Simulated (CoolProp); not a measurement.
R22 along the isotherm 388.4 K: fugacity coefficient from the reference equation and from simpler models built on Tc = 369.3 K, pc = 49.90 bar, ω = 0.221; each cubic takes its own stable root.

Computed with CoolProp (reference Helmholtz-energy equation of state, Kamei 1995).

```json
[
 {"p (bar)": "1.56", "phase": "gas", "reference": "0.9910"},
 {"p (bar)": "3.12", "phase": "gas", "reference": "0.9820"},
 {"p (bar)": "4.68", "phase": "gas", "reference": "0.9730"},
 {"p (bar)": "6.24", "phase": "gas", "reference": "0.9641"},
 {"p (bar)": "7.8", "phase": "gas", "reference": "0.9552"},
 {"p (bar)": "9.36", "phase": "gas", "reference": "0.9463"},
 {"p (bar)": "10.9", "phase": "gas", "reference": "0.9376"},
 {"p (bar)": "12.5", "phase": "gas", "reference": "0.9285"},
 {"p (bar)": "14", "phase": "gas", "reference": "0.9200"},
 {"p (bar)": "15.6", "phase": "gas", "reference": "0.9110"},
 {"p (bar)": "17.2", "phase": "gas", "reference": "0.9020"},
 {"p (bar)": "18.7", "phase": "gas", "reference": "0.8936"},
 {"p (bar)": "20.3", "phase": "gas", "reference": "0.8846"},
 {"p (bar)": "21.8", "phase": "gas", "reference": "0.8763"},
 {"p (bar)": "23.4", "phase": "gas", "reference": "0.8673"},
 {"p (bar)": "25", "phase": "gas", "reference": "0.8584"}
]
```

### Question
How far does each simpler model (van der Waals, Peng-Robinson) lie from the reference over these 16 states: mean and median of the absolute difference, and the worst?

### Answer
- van der Waals: mean 0.7 %, median 0.7 %, worst +1.3 % at 388.4 K and 25 bar
- Peng-Robinson: mean 0.9 %, median 0.9 %, worst -1.6 % at 388.4 K and 25 bar
